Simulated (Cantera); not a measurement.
A perfectly stirred reactor is fed with CH₃OH : O₂ : N₂ = 0.0025 : 0.0021 : 1 (molar parts), equivalence ratio 1.8, at 5.63 atm; it is held at 1200 K, and followed from long to short residence time.

Cantera simulation using GRI-Mech 3.0 (53 species, 325 reactions); the numbers are that mechanism's predictions, not measurements. GRI-Mech 3.0 was tuned for natural gas; its chemistry of methanol as a main component is partial and can be far from experiment.

Q: What does this change do: O2 0.0021 to 0.00062 parts?

A: 
| quantity | before | after |
|---|---|---|
| x(CH₃OH) at τ = 1.40 s | 1.08e-6 | 2.42e-6 |
| x(O₂) at τ = 1.40 s | 2.09e-5 | 1.32e-5 |
| x(C₂H₆) at τ = 1.40 s | 1.14e-9 | 1.41e-9 |
| x(CH₂O) at τ = 1.40 s | 6.63e-7 | 1.49e-6 |
| x(CO) at τ = 1.40 s | 0.00146 | 0.00227 |
| x(CH₃OH) at τ = 30.0 ms | 1.28e-5 | 0.000238 |
| x(O₂) at τ = 30.0 ms | 0.000208 | 0.000239 |
| x(C₂H₆) at τ = 30.0 ms | 9.55e-9 | 2.07e-10 |
| x(CH₂O) at τ = 30.0 ms | 7.72e-6 | 0.000134 |
| x(CO) at τ = 30.0 ms | 0.00189 | 0.00201 |

Q: What does this change do: pressure from 5.63 atm to 9.87 atm?

A: 
```json
[
 {"quantity": "x(CH₃OH) at τ = 1.40 s", "before": "1.08e-6", "after": "1.30e-6"},
 {"quantity": "x(O₂) at τ = 1.40 s", "before": "2.09e-5", "after": "1.86e-5"},
 {"quantity": "x(C₂H₆) at τ = 1.40 s", "before": "1.14e-9", "after": "4.02e-10"},
 {"quantity": "x(CH₂O) at τ = 1.40 s", "before": "6.63e-7", "after": "8.03e-7"},
 {"quantity": "x(CO) at τ = 1.40 s", "before": "0.00146", "after": "0.00147"},
 {"quantity": "x(CH₃OH) at τ = 30.0 ms", "before": "1.28e-5", "after": "9.74e-5"},
 {"quantity": "x(O₂) at τ = 30.0 ms", "before": "0.000208", "after": "0.000660"},
 {"quantity": "x(C₂H₆) at τ = 30.0 ms", "before": "9.55e-9", "after": "3.66e-11"},
 {"quantity": "x(CH₂O) at τ = 30.0 ms", "before": "7.72e-6", "after": "5.56e-5"},
 {"quantity": "x(CO) at τ = 30.0 ms", "before": "0.00189", "after": "0.00195"}
]
```
